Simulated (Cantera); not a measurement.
A Cantera script and what it prints.

```python
import numpy as np
import cantera as ct

gas_names = [...]  # 113 gases of nasa_gas.yaml made of C, H, O, Pb
cond_names = """
    C(gr) C6H6(L) C7H8(L) C8H18(L),n-octa H2O(s) H2O(L) Pb(cr) Pb(L) PbO(rd) PbO(yw) PbO(L) PbO2(s)
    Pb3O4(s)
""".split()


# ... load() reads the species with a 1 bar reference pressure and builds the phases ...
atoms = {
    'PbO': {'Pb': 1, 'O': 1},
    'CH4': {'C': 1, 'H': 4},
    'CO': {'C': 1, 'O': 1},
}
top_T = {'C(gr)': 4500, 'Pb3O4(s)': 820}  # K; cautious upper limits of use, not melting points


# ... equilibrate(T, P, feed) seeds the gas with the atoms and calls Mixture.equilibrate('TP', solver="vcs", rtol=1e-11, max_steps=5000) ...
results = []
feed = {'PbO': 1, 'CH4': 0.35, 'CO': 0.011}  # mol
T = 2098.15  # K
P = 10000  # Pa
mix = equilibrate(T, P, feed)
results.append((T, P, feed, dict(zip(mix.species_names, mix.species_moles))))
print(gas.report(threshold=1e-06))
for i in range(1, mix.n_phases):
    print(f"{mix.phase(i).name:16s} {mix.phase_moles(i):12.5e} mol")
```

It prints:

```
       temperature   2098.2 K
          pressure   10000 Pa
           density   0.063605 kg/m^3
  mean mol. weight   110.96 kg/kmol
   phase of matter   gas

                          1 kg             1 kmol
                     ---------------   ---------------
          enthalpy        4.9498e+05        5.4923e+07  J
   internal energy        3.3776e+05        3.7478e+07  J
           entropy            2423.8        2.6894e+05  J/K
    Gibbs function       -4.5906e+06       -5.0936e+08  J
 heat capacity c_p            329.14             36521  J/K
 heat capacity c_v            254.21             28207  J/K

                      mass frac. Y      mole frac. X     chem. pot. / RT
                     ---------------   ---------------   ---------------
                CO          0.028721           0.11378           -38.679
               CO2          0.024213          0.061047           -59.617
                 H        2.6897e-05         0.0029608           -12.159
                H2         0.0016788          0.092399           -24.318
               H2O          0.039721           0.24465           -45.256
                 O        3.0664e-06        2.1267e-05           -20.938
                OH        0.00014261        0.00093045           -33.097
                O2        6.9238e-06         2.401e-05           -41.875
                Pb           0.88888           0.47601           -15.697
               PbO           0.01626         0.0080833           -36.634
               Pb2        0.00034285        9.1802e-05           -31.393
     [ +102 minor]        6.3494e-09        2.0564e-08

C(gr)             0.00000e+00 mol
Pb(L)             0.00000e+00 mol
PbO(L)            0.00000e+00 mol
```

Equilibrium computed with Cantera from the NASA thermochemical tables; the gas is ideal and each condensed phase is pure. Gases not in the tables: (PbO)n polymers.
